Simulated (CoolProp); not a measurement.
Vapour-liquid equilibrium of carbon monoxide (1) + methane (2) at 120.8 K; x and y are mole fractions of (1).

Values from CoolProp's multi-fluid Helmholtz-energy mixture model, Lemmon 2006 and Setzmann 1991; pair parameters Kunz 2012.

### Question
Give the bubble pressure and the first vapour's composition at x = 0.5, 0.8, 0.95. Is there an azeotrope?

### Answer
x = 0.5: 1.123 MPa, y = 0.872; x = 0.8: 1.584 MPa, y = 0.945; x = 0.95: 1.850 MPa, y = 0.984. No azeotrope shows between x = 0.05 and 0.95.

The pair parameters rest on a limited set of measurements; away from them the model extrapolates. The gap from Raoult's law changes sign with composition, which may be real or a fault of the pair parameters; it wasn't checked against measurements.
